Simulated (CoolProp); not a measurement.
R404A along the isotherm 207.3 K: density (kg/m³) from the reference equation and from simpler models built on Tc = 345.3 K, pc = 3.735 MPa, ω = 0.293; each cubic takes its own stable root.

Computed with CoolProp (reference Helmholtz-energy equation of state, Lemmon 2003). It is a pseudo-pure fit of the blend.

```
p (MPa)   phase  reference  van der Waals  Redlich-Kwong  Soave-Redlich-Kwong  Peng-Robinson
-------  ------  ---------  -------------  -------------  -------------------  -------------
0.124    liquid       1366          7.261           1152                 1194           1347
0.249    liquid       1366            ___           1153                 1194           1347
0.373    liquid       1366            ___           1153                 1195           1348
0.498    liquid       1366          783.5           1153                 1195           1348
0.622    liquid       1367            ___           1154                 1195           1348
0.747    liquid       1367            ___           1154                 1196           1349
0.871    liquid       1367          785.5           1155                 1196           1349
0.996    liquid       1368          786.1           1155                 1196           1349
1.12     liquid       1368          786.8           1156                 1197           1350
1.24     liquid       1368          787.4           1156                 1197           1350
1.37     liquid       1368          788.0           1157                 1197           1350
1.49     liquid       1369          788.6           1157                 1198           1351
1.62     liquid       1369          789.3           1158                 1198           1351
1.74     liquid       1369          789.9           1158                 1198           1351
1.87     liquid        ___            ___           1159                 1199           1351
```

Q: Complete the blanks.

A: 
- 0.249, van der Waals: 15.14
- 0.373, van der Waals: 782.8
- 0.622, van der Waals: 784.1
- 0.747, van der Waals: 784.8
- 1.87, reference: 1370
- 1.87, van der Waals: 790.5

At some of these states van der Waals gives the other phase, because its saturation line lies elsewhere.
